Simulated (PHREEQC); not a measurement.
Consider water at 25 °C with 0.0036 mol/kgw LiOH and 0.016 mol/kgw NH4BF4. Closed to the air; pH follows from the charge balance.

Equilibrium calculation in PHREEQC: ion-association model, wateq4f.dat.

Precipitation was switched off in this run.

**Question.** Predict the pH, ionic strength.

**Answer.** pH 3.37; ionic strength 0.0201 mol/kgw.

**Question.** In which forms is B present?

**Answer.** BF4- 77 %, BF3OH- 9.4 %, H3BO3 9.0 %, BF2(OH)2- 4.3 % of the B.

Complexes and solids missing from the database can't appear. Real BF4- forms and hydrolyses slowly; the run takes it at equilibrium.
